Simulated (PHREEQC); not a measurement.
Synthetic water in mmol/kgw, 45 °C, pH 6.31, pe 8.1: Na 138; K 3.26; Ca 0.568; Mg 8.95; Cl 117; S(6) 22.3; Alkalinity (meq/kgw) 0.218; Sr 0.0896; Zn 0.0255; N(5) 0.0469; Li 0.214; Br 0.0206; O(0) (counted as O atoms) 0.52.

Valence states are taken as typed.

Model: ion-association model, phreeqc.dat, run in PHREEQC.

This is a speciation only: nothing precipitates in the calculation.

Estimate the ionic strength, density.

ionic strength 0.172 mol/kgw; density 0.998 g/cm³.

In which forms is Mg present?

Mg+2 64 %, MgSO4 36 % of the Mg.

Away from 25 °C the constants follow the database's enthalpies or fits; those with neither stay at their 25 °C values.
